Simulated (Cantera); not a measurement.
Mixture: H₂ : O₂ : N₂ = 1 : 0.238 : 1.24 (molar parts), at 560000 Pa, adiabatic and at constant volume. Ignition delay is the time to a rise of 400 K.

Computed with Cantera and GRI-Mech 3.0 (53 species, 325 reactions). The hydrogen kinetics of GRI-Mech 3.0 are dated; newer H2 mechanisms differ, most at raised pressure. Where the delays flatten at high temperature, the 400 K rule measures the pace of heat release, not the induction time.

| quantity | before | after |
|---|---|---|
| delay at 1000 K | 8.43 ms | 0.429 ms |
| delay at 1200 K | 21.8 µs | 61.2 µs |
| delay at 1400 K | 4.58 µs | 26.9 µs |
| delay at 1600 K | 2.30 µs | 18.2 µs |
| delay at 1800 K | 1.53 µs | 17.0 µs |

Question: What was changed between the two runs?
A) pressure from 560000 Pa to 150000 Pa
B) constant pressure in place of constant volume
C) pressure from 560000 Pa to 1000000 Pa
D) pressure from 560000 Pa to 98000 Pa

Answer: D, pressure from 560000 Pa to 98000 Pa
